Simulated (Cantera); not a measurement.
A Cantera script and what it prints.

```python
import numpy as np
import cantera as ct

gas_names = [...]  # 113 gases of nasa_gas.yaml made of C, H, O, Ti
cond_names = """
    C(gr) C6H6(L) C7H8(L) C8H18(L),n-octa H2O(s) H2O(L) Ti(a) Ti(b) Ti(L) TiC(s) TiC(L) TiO(a) TiO(b)
    TiO(L) TiO2(ru) TiO2(L) Ti2O3(a) Ti2O3(b) Ti2O3(L) Ti3O5(a) Ti3O5(b) Ti3O5(L) Ti4O7(s) Ti4O7(L)
""".split()


# ... load() reads the species with a 1 bar reference pressure and builds the phases ...
atoms = {
    'Ti(OiPr)4': {'Ti': 1, 'C': 12, 'H': 28, 'O': 4},
    'C3H8': {'C': 3, 'H': 8},
    'H2': {'H': 2},
    'O2': {'O': 2},
}
top_T = {'C(gr)': 4500}  # K; cautious upper limits of use, not melting points


# ... equilibrate(T, P, feed) seeds the gas with the atoms and calls Mixture.equilibrate('TP', solver="vcs", rtol=1e-11, max_steps=5000) ...
results = []
T = 1050  # K
P = 13332.2  # Pa
for m in [0.27, 0.34, 0.43, 0.54, 0.67, 0.85, 1.1, 1.3]:
    feed = {'Ti(OiPr)4': 1, 'C3H8': m, 'H2': 5.9, 'O2': 7.4}  # mol
    mix = equilibrate(T, P, feed)
    results.append((T, P, feed, dict(zip(mix.species_names, mix.species_moles))))
    x = sorted(zip(gas.X, gas.species_names), reverse=True)
    print(f"T = {T:g} K  P = {P:g} Pa  n(C3H8) = {m:g} mol  gas = {mix.phase_moles(0):.4g} mol")
    print("   x: " + "  ".join(f"{s} {v:.3e}" for v, s in x if v > 1e-05))
    print("   condensed (mol): " + ("  ".join(f"{mix.phase(i).name} {mix.phase_moles(i):.4g}"
          for i in range(1, mix.n_phases) if mix.phase_moles(i) > 1e-12) or "none"))
```

Output:

```
T = 1050 K  P = 13332.2 Pa  n(C3H8) = 0.27 mol  gas = 33.78 mol
   x: H2 5.514e-01  CO 3.302e-01  H2O 6.935e-02  CO2 4.891e-02  CH4 1.474e-04
   condensed (mol): TiO2(ru) 1
T = 1050 K  P = 13332.2 Pa  n(C3H8) = 0.34 mol  gas = 34.27 mol
   x: H2 5.554e-01  CO 3.340e-01  H2O 6.467e-02  CO2 4.580e-02  CH4 1.634e-04
   condensed (mol): TiO2(ru) 1
T = 1050 K  P = 13332.2 Pa  n(C3H8) = 0.43 mol  gas = 34.9 mol
   x: H2 5.603e-01  CO 3.387e-01  H2O 5.886e-02  CO2 4.191e-02  CH4 1.870e-04
   condensed (mol): TiO2(ru) 1
T = 1050 K  P = 13332.2 Pa  n(C3H8) = 0.54 mol  gas = 35.66 mol
   x: H2 5.660e-01  CO 3.444e-01  H2O 5.207e-02  CO2 3.731e-02  CH4 2.215e-04
   condensed (mol): TiO2(ru) 1
T = 1050 K  P = 13332.2 Pa  n(C3H8) = 0.67 mol  gas = 36.57 mol
   x: H2 5.724e-01  CO 3.507e-01  H2O 4.447e-02  CO2 3.209e-02  CH4 2.732e-04
   condensed (mol): TiO2(ru) 1
T = 1050 K  P = 13332.2 Pa  n(C3H8) = 0.85 mol  gas = 37.82 mol
   x: H2 5.807e-01  CO 3.591e-01  H2O 3.464e-02  CO2 2.523e-02  CH4 3.749e-04
   condensed (mol): TiO2(ru) 1
T = 1050 K  P = 13332.2 Pa  n(C3H8) = 1.1 mol  gas = 39.55 mol
   x: H2 5.909e-01  CO 3.699e-01  H2O 2.220e-02  CO2 1.636e-02  CH4 6.351e-04
   condensed (mol): TiO2(ru) 1
T = 1050 K  P = 13332.2 Pa  n(C3H8) = 1.3 mol  gas = 40.91 mol
   x: H2 5.981e-01  CO 3.777e-01  H2O 1.326e-02  CO2 9.865e-03  CH4 1.125e-03
   condensed (mol): TiO2(ru) 1
```

Cantera equilibrium calculation (NASA polynomials, part measured and part estimated; ideal gas, pure solids and liquids). The feed counts by its element totals alone.
